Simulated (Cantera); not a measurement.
A closed system holds: 1 mol NiS, 22 mol H2, 78 mol N2, equilibrated at 0.713 Torr.

Equilibrium computed with Cantera from the NASA thermochemical tables; the gas is ideal and each condensed phase is pure. Candidate condensed phases: Ni, NiS, NiS2, Ni3S2, Ni3S4, S; 17 gas species. Equilibrium is a limit: real reactors are often held back by kinetics, nucleation or transport. All values below are at 1425 °C.

Base state: N2 0.773, H2 0.216, S2 0.00373, Ni 0.00273, H 0.00218, SH 0.000919, H2S 0.000632, S 0.000615 (mole fractions); condensed: Ni(s).

Task: What changes in the equilibrium state with this change: H2 from 22 to 0.94 mol?

Result: 
```csv
species,before,after
N2,0.773,0.978
H2,0.216,0.0114
S2,0.00373,0.00557
Ni,0.00273,0.00273
H2S,0.000632,4.07e-5
H,0.00218,0.000500
SH,0.000919,0.000258
"Ni(s), mol",0.695,0.754
```

Task: What changes in the equilibrium state with this change: NiS replaced by Cr2O3?

Result: 
```
species          before    after
-------------  --------  -------
N2                0.773    0.777
H2                0.216    0.215
H2O                   0  0.00362
S2              0.00373        0
Cr                    0  0.00241
Ni              0.00273        0
SH             0.000919        0
H2S            0.000632        0
S              0.000615        0
NiS            0.000291        0
CrO                   0  1.82e-5
Ni(s), mol        0.695        0
Cr2O3(s), mol         0    0.878
```
Further candidate phases: Cr, CrN, Cr2N, Cr2O3, H2O.
